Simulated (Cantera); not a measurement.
What does this Cantera script print?

```python
import numpy as np
import cantera as ct

gas_names = """
    F FO FO2 F2 F2O H HF HOF HO2 H2 H2F2 H2O H2O2 H3F3 H4F4 H5F5 H6F6 H7F7 O OH O2 O3 Si SiF SiF2 SiF3
    SiF4 SiH SiHF3 SiH2 SiH2F2 SiH3 SiH3F SiH4 SiO SiO2 Si2 Si3
""".split()
cond_names = """
    H2O(s) H2O(L) Si(cr) Si(L) SiO2(Lqz) SiO2(hqz) SiO2(L)
""".split()


# ... load() reads the species with a 1 bar reference pressure and builds the phases ...
atoms = {
    'SiO2': {'Si': 1, 'O': 2},
    'HF': {'H': 1, 'F': 1},
    'H2': {'H': 2},
}
top_T = {}  # K; cautious upper limits of use, not melting points


# ... equilibrate(T, P, feed) seeds the gas with the atoms and calls Mixture.equilibrate('TP', solver="vcs", rtol=1e-11, max_steps=5000) ...
results = []
T = 1723  # K
P = 150  # Pa
for m in [2, 2.5, 3.1, 3.9, 4.9, 6.2, 7.8, 9.8, 12, 15]:
    feed = {'SiO2': 1, 'HF': 33, 'H2': m}  # mol
    mix = equilibrate(T, P, feed)
    results.append((T, P, feed, dict(zip(mix.species_names, mix.species_moles))))

top = {s: max(r[3][s] / sum(r[3][g] for g in gas_names) for r in results) for s in gas_names}
cols = sorted((s for s in top if top[s] > 0.001), key=lambda s: -top[s])[:7]
seen = [c for c in cond_names if any(r[3].get(c, 0) > 1e-12 for r in results)]
print("log10 of partial pressures in bar; condensed amounts in mol")
print(f"{'n(H2)':>10s}" + "".join(f"{s[:9]:>10s}" for s in cols + seen))
for T, P, feed, n in results:
    ng = sum(n[g] for g in gas_names)
    print(f"{feed['H2']:10.4g}" + "".join(f"{np.log10(max(n[s] / ng * P / 1e5, 1e-99)):10.3f}" for s in cols)
          + "".join(f"{n.get(c, 0):10.4g}" for c in seen))
```

It prints:

```
log10 of partial pressures in bar; condensed amounts in mol
     n(H2)        HF        H2       H2O      SiF4       SiO         H   SiO2(L)
         2    -2.873    -4.070    -4.303    -4.623    -6.109    -5.774    0.4184
       2.5    -2.880    -3.979    -4.310    -4.634    -6.011    -5.729    0.4169
       3.1    -2.887    -3.893    -4.318    -4.646    -5.917    -5.686     0.415
       3.9    -2.896    -3.803    -4.329    -4.663    -5.816    -5.640    0.4121
       4.9    -2.908    -3.715    -4.342    -4.683    -5.715    -5.597    0.4082
       6.2    -2.923    -3.628    -4.359    -4.708    -5.611    -5.553    0.4022
       7.8    -2.940    -3.546    -4.378    -4.739    -5.510    -5.512    0.3938
       9.8    -2.961    -3.469    -4.400    -4.777    -5.410    -5.473    0.3815
        12    -2.982    -3.403    -4.423    -4.818    -5.322    -5.441    0.3659
        15    -3.010    -3.335    -4.451    -4.872    -5.226    -5.407     0.341
```

Equilibrium computed with Cantera from the NASA thermochemical tables; the gas is ideal and each condensed phase is pure. The tables' values for SiF3, SiF2 are old estimates; treat these amounts as uncertain. The tables hold silica as quartz up to 1696 K and as liquid above; real silica turns to tridymite and cristobalite and melts near 1996 K.
